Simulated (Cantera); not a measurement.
Feed: 1 mol Ti, 0.057 mol O₂, 4 mol H₂, equilibrated at 0.730 bar.

Equilibrium computed with Cantera from the NASA thermochemical tables; the gas is ideal and each condensed phase is pure. Candidate condensed phases: H₂O, Ti, TiO, TiO₂, Ti₂O₃, Ti₃O₅, Ti₄O₇; 12 gas species. Each liquid is taken as pure. Mutual solubility and eutectic melting of coexisting phases are not modelled. TiO: taken at fixed stoichiometry. Condensed phases not in the tables: N, O or C dissolved in the metal. Kinetics and transport are ignored.

log p: log10 of the partial pressure in bar; n: condensed amount in mol.

```json
[
 {"T (K)": "1000", "log p H₂": "-0.14", "log p H": "-8.71", "log p Ti": "<-12", "log p TiO": "<-12", "log p H₂O": "<-12", "n Ti(α)": "0.886", "n TiO(s)": "0.114", "n Ti(β)": "0", "n Ti(l)": "0", "n TiO(l)": "0"},
 {"T (K)": "1100", "log p H₂": "-0.14", "log p H": "?", "log p Ti": "<-12", "log p TiO": "<-12", "log p H₂O": "-12.02", "n Ti(α)": "0.886", "n TiO(s)": "0.114", "n Ti(β)": "0", "n Ti(l)": "0", "n TiO(l)": "0"},
 {"T (K)": "1200", "log p H₂": "-0.14", "log p H": "-6.77", "log p Ti": "<-12", "log p TiO": "<-12", "log p H₂O": "-10.87", "n Ti(α)": "0", "n TiO(s)": "0.114", "n Ti(β)": "0.886", "n Ti(l)": "0", "n TiO(l)": "0"},
 {"T (K)": "1300", "log p H₂": "-0.14", "log p H": "-6.02", "log p Ti": "-11.44", "log p TiO": "<-12", "log p H₂O": "-9.90", "n Ti(α)": "0", "n TiO(s)": "0.114", "n Ti(β)": "0.886", "n Ti(l)": "0", "n TiO(l)": "0"},
 {"T (K)": "1400", "log p H₂": "-0.14", "log p H": "-5.38", "log p Ti": "-10.11", "log p TiO": "<-12", "log p H₂O": "-9.08", "n Ti(α)": "0", "n TiO(s)": "0.114", "n Ti(β)": "0.886", "n Ti(l)": "0", "n TiO(l)": "0"},
 {"T (K)": "1500", "log p H₂": "-0.14", "log p H": "?", "log p Ti": "?", "log p TiO": "?", "log p H₂O": "?", "n Ti(α)": "0", "n TiO(s)": "0.114", "n Ti(β)": "0.886", "n Ti(l)": "0", "n TiO(l)": "0"},
 {"T (K)": "1600", "log p H₂": "-0.14", "log p H": "-4.33", "log p Ti": "-7.97", "log p TiO": "-9.81", "log p H₂O": "-7.77", "n Ti(α)": "0", "n TiO(s)": "0.114", "n Ti(β)": "0.886", "n Ti(l)": "0", "n TiO(l)": "0"},
 {"T (K)": "1700", "log p H₂": "-0.14", "log p H": "-3.90", "log p Ti": "-7.09", "log p TiO": "-8.72", "log p H₂O": "-7.24", "n Ti(α)": "0", "n TiO(s)": "0.114", "n Ti(β)": "0.886", "n Ti(l)": "0", "n TiO(l)": "0"},
 {"T (K)": "1800", "log p H₂": "-0.14", "log p H": "-3.51", "log p Ti": "-6.31", "log p TiO": "-7.76", "log p H₂O": "-6.77", "n Ti(α)": "0", "n TiO(s)": "0.114", "n Ti(β)": "0.886", "n Ti(l)": "0", "n TiO(l)": "0"},
 {"T (K)": "1900", "log p H₂": "-0.14", "log p H": "-3.17", "log p Ti": "-5.62", "log p TiO": "-6.91", "log p H₂O": "-6.35", "n Ti(α)": "0", "n TiO(s)": "0.114", "n Ti(β)": "0.886", "n Ti(l)": "0", "n TiO(l)": "0"},
 {"T (K)": "2000", "log p H₂": "-0.14", "log p H": "-2.86", "log p Ti": "-5.00", "log p TiO": "-6.15", "log p H₂O": "-5.96", "n Ti(α)": "0", "n TiO(s)": "0.114", "n Ti(β)": "0", "n Ti(l)": "0.886", "n TiO(l)": "0"},
 {"T (K)": "2100", "log p H₂": "-0.14", "log p H": "-2.58", "log p Ti": "-4.46", "log p TiO": "-5.51", "log p H₂O": "-5.65", "n Ti(α)": "0", "n TiO(s)": "0", "n Ti(β)": "0", "n Ti(l)": "0.886", "n TiO(l)": "0.114"},
 {"T (K)": "2200", "log p H₂": "-0.14", "log p H": "-2.32", "log p Ti": "-3.97", "log p TiO": "-4.93", "log p H₂O": "-5.37", "n Ti(α)": "0", "n TiO(s)": "0", "n Ti(β)": "0", "n Ti(l)": "0.885", "n TiO(l)": "0.114"}
]
```

**Question.** What belongs in the gaps?

**Answer.** 
- 1100, log p H: -7.66
- 1500, log p H: -4.82
- 1500, log p Ti: -8.97
- 1500, log p TiO: -11.04
- 1500, log p H₂O: -8.38
